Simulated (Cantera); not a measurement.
An isothermal, constant-pressure homogeneous reactor starts with C₂H₆ : N₂ = 1 : 57 (molar parts), at 1348 K and 82.5 Torr.

Model: GRI-Mech 3.0 (53 species, 325 reactions), integrated in Cantera. GRI-Mech 3.0 stops at C3 and has no aromatics, soot or wall deposition, so with more carbon than oxygen in the feed, carbon stays in small species such as C2H2 where larger ones or solid carbon would form.

One state of this run: x C₂H₆ = 0.0112; x H₂ = 0.00505; x CH₄ = 0.000868; x C₂H₄ = 0.00501; x HCN = 4.21e-8. x: mole fraction; the columns are a selection and need not sum to one.

Q: Which value of t (s) does it belong to?
(A) 7.00
(B) 0.00421
(C) 0.0145
(D) 3.00e-5

A: B, 0.00421
